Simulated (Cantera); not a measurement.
Charge: 1 mol Si3N4, a varied amount of HCl, at 1723 K and 6.00 Pa.

Cantera equilibrium calculation (NASA polynomials, part measured and part estimated; ideal gas, pure solids and liquids). Candidate condensed phases: NH4Cl, Si, Si3N4; 28 gas species. The tables' values for SiCl, SiCl3, SiN are old estimates; treat these amounts as uncertain. Kinetics and transport are ignored.

x: gas mole fraction; n: condensed amount in mol.

```json
[
 {"n(HCl) (mol)": "2.8", "x HCl": "0.118", "x N2": "0.406", "x SiCl2": "0.220", "x H2": "0.219", "x Cl": "0.00460", "x Si": "0.0164", "x H": "0.0110", "n Si(l)": "1.81"},
 {"n(HCl) (mol)": "3.9", "x HCl": "0.134", "x N2": "0.330", "x SiCl2": "0.249", "x H2": "0.249", "x Cl": "0.00490", "x Si": "0.0164", "x H": "0.0117", "n Si(l)": "1.36"},
 {"n(HCl) (mol)": "5.3", "x HCl": "0.147", "x N2": "0.266", "x SiCl2": "0.274", "x H2": "0.273", "x Cl": "0.00513", "x Si": "0.0164", "x H": "0.0123", "n Si(l)": "0.778"},
 {"n(HCl) (mol)": "7.4", "x HCl": "0.172", "x N2": "0.207", "x SiCl2": "0.292", "x H2": "0.291", "x Cl": "0.00580", "x Si": "0.0137", "x H": "0.0127", "n Si(l)": "0"},
 {"n(HCl) (mol)": "10", "x HCl": "0.323", "x N2": "0.164", "x SiCl2": "0.241", "x H2": "0.243", "x Cl": "0.0119", "x Si": "0.00266", "x H": "0.0116", "n Si(l)": "0"},
 {"n(HCl) (mol)": "14", "x HCl": "…", "x N2": "…", "x SiCl2": "…", "x H2": "…", "x Cl": "…", "x Si": "…", "x H": "…", "n Si(l)": "0"},
 {"n(HCl) (mol)": "20", "x HCl": "…", "x N2": "…", "x SiCl2": "…", "x H2": "…", "x Cl": "…", "x Si": "…", "x H": "…", "n Si(l)": "0"},
 {"n(HCl) (mol)": "27", "x HCl": "0.672", "x N2": "0.0675", "x SiCl2": "0.0997", "x H2": "0.116", "x Cl": "0.0360", "x Si": "0.000121", "x H": "0.00800", "n Si(l)": "0"},
 {"n(HCl) (mol)": "38", "x HCl": "0.735", "x N2": "0.0487", "x SiCl2": "0.0719", "x H2": "0.0920", "x Cl": "0.0442", "x Si": "5.80e-5", "x H": "0.00714", "n Si(l)": "0"},
 {"n(HCl) (mol)": "52", "x HCl": "0.776", "x N2": "0.0360", "x SiCl2": "0.0530", "x H2": "0.0766", "x Cl": "0.0511", "x Si": "3.20e-5", "x H": "0.00652", "n Si(l)": "0"},
 {"n(HCl) (mol)": "73", "x HCl": "0.807", "x N2": "0.0258", "x SiCl2": "0.0380", "x H2": "0.0649", "x Cl": "0.0577", "x Si": "1.79e-5", "x H": "0.00600", "n Si(l)": "0"}
]
```

### Question
Complete the blanks.

### Answer

- 20, x HCl: 0.596
- 20, x N2: 0.0892
- 20, x SiCl2: 0.132
- 20, x H2: 0.144
- 20, x Cl: 0.0286
- 20, x Si: 0.000254
- 20, x H: 0.00893
- 14, x HCl: 0.473
- 14, x N2: 0.123
- 14, x SiCl2: 0.182
- 14, x H2: 0.189
- 14, x Cl: 0.0199
- 14, x Si: 0.000726
- 14, x H: 0.0102
